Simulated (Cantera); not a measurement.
Cantera with NASA thermochemical tables; ideal gases at 1 bar, condensed phases pure. Values are per mole of reaction as written; species without (g) are pure solids or liquids, kept so even where they would boil at 1 bar.

Question: Between 523 and 1123 K, where is each reaction favourable under standard conditions?
- Al2Cl6(g) = 2 Al + 6 Cl(g)
- AlCl3(g) + 2 Al = 3 AlCl(g)

Answer: 
- Al2Cl6(g) = 2 Al + 6 Cl(g): ΔG° is 1723 kJ at 523 K and 1364 kJ at 1123 K; it stays positive (K < 1). ΔH° is 2060 kJ and ΔS° 619 J/K at 1123 K.
- AlCl3(g) + 2 Al = 3 AlCl(g): ΔG° is 268 kJ at 523 K and 99 kJ at 1123 K; it stays positive (K < 1). ΔH° is 386 kJ and ΔS° 256 J/K at 1123 K.
